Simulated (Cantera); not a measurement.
An isothermal, constant-pressure homogeneous reactor starts with 37.7 % N2O, 1.89 % H2, 60.4 % N2, at 1325 K and 10.00 Torr.

Detailed kinetics in Cantera: GRI-Mech 3.0 (53 species, 325 reactions). GRI-Mech 3.0 was tuned for natural gas; its chemistry of N2O as a main component is partial and can be far from experiment. Radical loss at walls, strong at low pressure, is not modelled. The mechanism lacks the step 2 NO + O2 → 2 NO2, which can matter for NO2 below about 1400 K. The temperature is held fixed by assumption; the heat of reaction is taken as removed at once.

### Question
Predict: x(N2O) at 100 s; x(H2) at 100 s; x(NO) at 100 s; x(O2) at 100 s; x(H2O) at 100 s; x(HO2) at 100 s.

### Answer
```json
{
  "x(N2O) at 100 s": "0.000389 (gas-phase equilibrium 3.17e-9)",
  "x(H2) at 100 s": "1.43e-7 (gas-phase equilibrium 4.80e-8)",
  "x(NO) at 100 s": "0.0405 (gas-phase equilibrium 0.000408)",
  "x(O2) at 100 s": "0.132 (gas-phase equilibrium 0.152)",
  "x(H2O) at 100 s": "0.0160 (gas-phase equilibrium 0.0160)",
  "x(HO2) at 100 s": "3.63e-9 (gas-phase equilibrium 5.03e-9)"
}
```
